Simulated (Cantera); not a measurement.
Feed: 1 mol SiHCl₃, 98 mol N₂, equilibrated at 1248 K and 0.100 bar.

Equilibrium computed with Cantera from the NASA thermochemical tables; the gas is ideal and each condensed phase is pure. Candidate condensed phases: NH₄Cl, Si, Si₃N₄; 28 gas species. N₂ is the only nitrogen source here; it is nearly inert below about 1500 K, so the nitride shown seldom forms there in practice. The tables' values for SiCl₃ are old estimates; treat these amounts as uncertain. Kinetics and transport are ignored.

Base state: N₂ 0.985, HCl 0.00943, SiCl₄ 0.00498, H₂ 0.000321, SiCl₃ 0.000234, SiCl₂ 7.90e-5 (mole fractions); condensed: Si₃N₄(s).

**Question.** What changes in the equilibrium state with this change: SiHCl₃ replaced by Si₂Cl₆?

**Answer.** 
| species | before | after |
|---|---|---|
| N₂ | 0.985 | 0.985 |
| SiCl₄ | 0.00498 | 0.0147 |
| SiCl₃ | 0.000234 | 0.000525 |
| HCl | 0.00943 | 0 |
| H₂ | 0.000321 | 0 |
| SiCl₂ | 7.90e-5 | 0.000136 |
| Si₃N₄(s), mol | 0.158 | 0.160 |
The feed counts by its element totals alone.
